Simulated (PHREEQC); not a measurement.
**Metal-bearing waste water: speciation**

Solution (20 °C): 70 mmol/kgw NiSO4, 25 mmol/kgw NiCl2 and 0.31 mmol/kgw H2SO4. Closed to the air; pH follows from the charge balance.

Computed with PHREEQC (ion-association model, wateq4f.dat).

The pH is 3.61, the ionic strength is 0.216 mol/kgw and the total alkalinity is -0.620 meq/kg.

```json
[
 {"species": "Ni+2", "molality": "0.0590", "activity": "0.0182", "log γ": "-0.511"},
 {"species": "Cl-", "molality": "0.0476", "activity": "0.0337", "log γ": "-0.150"},
 {"species": "SO4-2", "molality": "0.0362", "activity": "0.0104", "log γ": "-0.542"},
 {"species": "NiSO4", "molality": "0.0336", "activity": "0.0353", "log γ": "0.022"},
 {"species": "NiCl+", "molality": "0.00207", "activity": "0.00154", "log γ": "-0.128"},
 {"species": "H+", "molality": "0.000311", "activity": "0.000247", "log γ": "-0.099"},
 {"species": "HSO4-", "molality": "0.000309", "activity": "0.000225", "log γ": "-0.139"},
 {"species": "NiCl2", "molality": "0.000179", "activity": "0.000188", "log γ": "0.022"}
]
```

Precipitation was switched off in this run. Species that the database lacks are ignored.
